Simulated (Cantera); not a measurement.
A Cantera script and what it prints.

```python
import numpy as np
import cantera as ct

gas_names = """
    Br Br2 Si SiBr SiBr2 SiBr3 SiBr4 Si2 Si3
""".split()
cond_names = """
    Br2(cr) Br2(L) Si(cr) Si(L)
""".split()


# ... load() reads the species with a 1 bar reference pressure and builds the phases ...
atoms = {
    'Si': {'Si': 1},
    'Br2': {'Br': 2},
}
top_T = {}  # K; cautious upper limits of use, not melting points


# ... equilibrate(T, P, feed) seeds the gas with the atoms and calls Mixture.equilibrate('TP', solver="vcs", rtol=1e-11, max_steps=5000) ...
results = []
T = 723  # K
P = 150  # Pa
for m in [1.1, 1.9, 2.6, 3.4, 4.1, 4.9, 5.6, 6.4, 7.2]:
    feed = {'Si': 1, 'Br2': m}  # mol
    mix = equilibrate(T, P, feed)
    results.append((T, P, feed, dict(zip(mix.species_names, mix.species_moles))))
    x = sorted(zip(gas.X, gas.species_names), reverse=True)
    print(f"T = {T:g} K  P = {P:g} Pa  n(Br2) = {m:g} mol  gas = {mix.phase_moles(0):.4g} mol")
    print("   x: " + "  ".join(f"{s} {v:.3e}" for v, s in x if v > 0.001))
    print("   condensed (mol): " + ("  ".join(f"{mix.phase(i).name} {mix.phase_moles(i):.4g}"
          for i in range(1, mix.n_phases) if mix.phase_moles(i) > 1e-12) or "none"))
```

Output:

```
T = 723 K  P = 150 Pa  n(Br2) = 1.1 mol  gas = 0.55 mol
   x: SiBr4 9.999e-01
   condensed (mol): Si(cr) 0.45
T = 723 K  P = 150 Pa  n(Br2) = 1.9 mol  gas = 0.95 mol
   x: SiBr4 9.999e-01
   condensed (mol): Si(cr) 0.04996
T = 723 K  P = 150 Pa  n(Br2) = 2.6 mol  gas = 1.601 mol
   x: SiBr4 6.247e-01  Br2 3.743e-01  Br 1.006e-03
   condensed (mol): none
T = 723 K  P = 150 Pa  n(Br2) = 3.4 mol  gas = 2.402 mol
   x: Br2 5.823e-01  SiBr4 4.164e-01  Br 1.255e-03
   condensed (mol): none
T = 723 K  P = 150 Pa  n(Br2) = 4.1 mol  gas = 3.102 mol
   x: Br2 6.763e-01  SiBr4 3.224e-01  Br 1.352e-03
   condensed (mol): none
T = 723 K  P = 150 Pa  n(Br2) = 4.9 mol  gas = 3.903 mol
   x: Br2 7.424e-01  SiBr4 2.562e-01  Br 1.416e-03
   condensed (mol): none
T = 723 K  P = 150 Pa  n(Br2) = 5.6 mol  gas = 4.603 mol
   x: Br2 7.813e-01  SiBr4 2.172e-01  Br 1.453e-03
   condensed (mol): none
T = 723 K  P = 150 Pa  n(Br2) = 6.4 mol  gas = 5.404 mol
   x: Br2 8.135e-01  SiBr4 1.850e-01  Br 1.483e-03
   condensed (mol): none
T = 723 K  P = 150 Pa  n(Br2) = 7.2 mol  gas = 6.205 mol
   x: Br2 8.373e-01  SiBr4 1.612e-01  Br 1.504e-03
   condensed (mol): none
```

These are equilibrium values from Cantera (NASA tables, ideal gas, pure condensed phases), not measurements of a reactor. The tables' values for SiBr3 are old estimates; treat these amounts as uncertain.
